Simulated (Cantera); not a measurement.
An isothermal, constant-pressure homogeneous reactor starts with 3.23 % C2H6, 96.8 % N2, at 1098 K and 0.610 bar.

Cantera simulation using GRI-Mech 3.0 (53 species, 325 reactions); the numbers are that mechanism's predictions, not measurements. GRI-Mech 3.0 stops at C3 and has no aromatics, soot or wall deposition, so with more carbon than oxygen in the feed, carbon stays in small species such as C2H2 where larger ones or solid carbon would form.

x: mole fraction; the columns are a selection and need not sum to one.

```
t (s)       x C2H6        x H2       x CH4      x C2H4       x CH3
--------  --------  ----------  ----------  ----------  ----------
2.00e-6     0.0323      <1e-12    1.01e-11      <1e-12     4.66e-9
6.84e-6     0.0323    8.23e-12    1.17e-10    6.37e-12     1.58e-8
2.34e-5     0.0323    2.00e-10  (withheld)    2.28e-10  (withheld)
8.00e-5     0.0323  (withheld)  (withheld)  (withheld)  (withheld)
0.000274    0.0323     2.98e-7     1.56e-7     3.04e-7     4.81e-7
0.000936    0.0322     8.69e-6     1.24e-6     8.77e-6     9.42e-7
0.00320     0.0321    0.000142     7.89e-6    0.000143     1.80e-6
0.0110      0.0312     0.00101     5.09e-5     0.00102     2.71e-6
0.0375      0.0278     0.00407    0.000215     0.00410     2.50e-6
0.128       0.0184      0.0130    0.000762      0.0127     1.87e-6
0.438      0.00446      0.0269     0.00190      0.0241     7.62e-7
1.50      0.000514      0.0327     0.00257      0.0247     2.28e-7
5.13      0.000265      0.0356     0.00305      0.0214     1.73e-7
17.5      0.000231      0.0373     0.00416      0.0179     1.97e-7
60.0      0.000199      0.0354     0.00656      0.0164     2.42e-7
```

Q: Complete the blanks.

A: 
- 2.34e-5, x CH4: 1.35e-9
- 2.34e-5, x CH3: 5.32e-8
- 8.00e-5, x H2: 7.99e-9
- 8.00e-5, x CH4: 1.52e-8
- 8.00e-5, x C2H4: 8.54e-9
- 8.00e-5, x CH3: 1.71e-7
